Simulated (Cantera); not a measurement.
A freely propagating, adiabatic, planar premixed flame of CH3OH : O2 : N2 = 1 : 1.88 : 7.05 (molar parts), unburnt at 400 K and 3.65 atm; mixture-averaged transport, grid criteria slope 0.08 and curve 0.16, no radiation.

Cantera simulation using GRI-Mech 3.0 (53 species, 325 reactions); the numbers are that mechanism's predictions, not measurements. GRI-Mech 3.0 was tuned for natural gas; its chemistry of methanol as a main component is partial and can be far from experiment. Burning velocities carry a grid error of a few per cent, more on coarse grids.

Task: Predict: laminar burning velocity; thermal thickness; peak x(C2H4); peak x(CH4); peak x(H2); peak x(O).

Result: 
```
Property                      Value
------------------------  ---------
laminar burning velocity  28.9 cm/s
thermal thickness          0.164 mm
peak x(C2H4)                6.12e-8
peak x(CH4)                 2.30e-5
peak x(H2)                   0.0115
peak x(O)                   0.00182
```
